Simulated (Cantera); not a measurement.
Thermodynamics of hydrogen reduction and annealing atmospheres, feed Cr₂O₃ + H₂ + N₂

Charge: 1 mol Cr₂O₃, 1.7 mol H₂, 0.46 mol N₂, held at 1 atm.

Method: chemical equilibrium by Gibbs-energy minimisation in Cantera with the NASA 1993 tables (ideal gas, pure condensed phases). Candidate condensed phases: Cr, CrN, Cr₂N, Cr₂O₃, H₂O; 29 gas species. Mutual solubility and eutectic melting of coexisting phases are not modelled. Kinetics and transport are ignored.

| T (K) | log p H₂ | log p N₂ | log p H₂O | log p NH₃ | n Cr₂O₃(s) | n CrN(s) | n Cr₂N(s) | n Cr(s) |
|---|---|---|---|---|---|---|---|---|
| 750 | -0.10 | -0.67 | -4.95 | -2.77 | 1.000 | 0 | 0 | 0 |
| 950 | -0.10 | -0.67 | -4.17 | -3.56 | 1.000 | 9.70e-5 | 0 | 0 |
| 1150 | -0.10 | -0.67 | -3.67 | -4.09 | 1.000 | 0.000303 | 0 | 0 |
| 1350 | -0.10 | -0.67 | -3.23 | -4.47 | 1.000 | 0 | 0.000419 | 0 |
| 1550 | -0.10 | -0.67 | -2.80 | -4.75 | 0.999 | 0 | 0.00111 | 0 |
| 1750 | -0.10 | -0.67 | -2.39 | -4.97 | 0.997 | 0 | 0 | 0.00567 |
| 1950 | -0.10 | -0.67 | -2.02 | -5.15 | 0.993 | 0 | 0 | 0.0124 |
log p: log10 of the partial pressure in bar; n: condensed amount in mol.

At 750 K the condensed part is Cr₂O₃(s). From 950 K to 1150 K the condensed part is CrN(s) + Cr₂O₃(s). From 1350 K to 1550 K the condensed part is Cr₂N(s) + Cr₂O₃(s). From 1750 K to 1950 K the condensed part is Cr(s) + Cr₂O₃(s).
